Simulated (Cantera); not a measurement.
Feed: 1 mol acetone, 1.1 mol CO2, at 10000 Pa.

Cantera equilibrium calculation (NASA polynomials, part measured and part estimated; ideal gas, pure solids and liquids). Candidate condensed phases: C, C6H6, C7H8, C8H18, H2O; 110 gas species. The feed counts by its element totals alone. The numbers say what is thermodynamically allowed, not how fast it happens.

x: gas mole fraction; n: condensed amount in mol.

```tsv
T (°C)	x CO	x H2	x H2O	x CO2	x CH4	x H	x C2H2 (acetylene)	n C(graphite)
377	0.00785	0.210	0.421	0.245	0.115	<1e-12	<1e-12	2.82
452	0.0415	0.358	0.286	0.250	0.0657	<1e-12	<1e-12	2.72
527	0.145	0.461	0.157	0.209	0.0285	?	<1e-12	2.40
602	0.323	0.489	0.0645	0.112	0.0104	?	1.16e-11	1.77
677	0.456	0.484	0.0206	0.0349	0.00393	?	1.33e-10	1.20
752	0.501	0.482	0.00641	0.00864	0.00171	?	1.06e-9	0.981
827	0.512	0.483	0.00221	0.00231	0.000836	?	6.43e-9	0.923
902	0.515	0.483	0.000862	0.000718	0.000447	?	3.08e-8	0.907
977	0.516	0.483	0.000375	0.000256	0.000257	?	1.22e-7	0.902
1052	0.516	0.484	0.000180	0.000103	0.000157	?	4.12e-7	0.901
1127	0.516	0.484	9.30e-5	4.57e-5	0.000101	?	1.22e-6	0.900
```

Q: Some entries are withheld; supply them.

A: 
- 527, x H: 6.22e-12
- 602, x H: 1.11e-10
- 677, x H: 1.22e-9
- 752, x H: 9.57e-9
- 827, x H: 5.68e-8
- 902, x H: 2.69e-7
- 977, x H: 1.06e-6
- 1052, x H: 3.60e-6
- 1127, x H: 1.07e-5
